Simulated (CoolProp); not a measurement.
A single-stage vapour-compression cycle with the fluid: evaporating at 271.15 K (dew point), condensing at 309.15 K (bubble point), superheat 5 K, subcooling 5 K, compressor efficiency 0.6, no pressure losses. The same conditions are run with several fluids, on thermodynamics alone (safety and materials aside).

The numbers come from the reference Helmholtz-energy equation of state of each fluid (propylene: Lemmon 2013; cis-2-butene: Lemmon 2005; R124: de Vries 1995; carbonyl sulfide: Lemmon 2006; n-perfluoropentane: Gao 2022; cyclopentane: Gedanitz 2015) in CoolProp.

Problem. Rank propylene, cis-2-butene, R124, carbonyl sulfide, n-perfluoropentane, cyclopentane by cooling COP, highest first.

Solution. cyclopentane (3.96), cis-2-butene (3.87), R124 (3.74), carbonyl sulfide (3.67), propylene (3.61), n-perfluoropentane (3.49)

```tsv
fluid	pressure ratio	discharge temperature (K)	refrigerating effect (kJ/kg)	volumetric capacity (kJ/m³)
propylene	2.73	339.6	304	3440
cis-2-butene	3.71	341.3	354	724
R124	3.51	328.6	128	1210
carbonyl sulfide	2.72	372.0	232	4100
n-perfluoropentane	4.72	309.1	69.2	242
cyclopentane	4.97	351.4	372	148
```

The compression ends wet for: n-perfluoropentane.
